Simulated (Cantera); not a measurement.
Input: 1 mol PbF2, 0.2 mol H2, held at 2025 K and 300 Pa.

Equilibrium computed with Cantera from the NASA thermochemical tables; the gas is ideal and each condensed phase is pure. Candidate condensed phases: Pb, PbF2; 16 gas species. Equilibrium is a limit: real reactors are often held back by kinetics, nucleation or transport.

Base state: PbF2 0.425, HF 0.282, Pb 0.124, PbF 0.120, PbF4 0.0366, F 0.0125, H 1.26e-5 (mole fractions); condensed: gas only.

Problem. What changes in the equilibrium state with this change: H2 from 0.2 to 5.4 mol?

Solution. 
```tsv
species	before	after
H2	1.29e-7	0.573
HF	0.282	0.267
Pb	0.124	0.133
PbF2	0.425	9.18e-8
PbF	0.120	5.77e-5
PbF4	0.0366	<1e-9
F	0.0125	5.62e-6
H	1.26e-5	0.0266
```
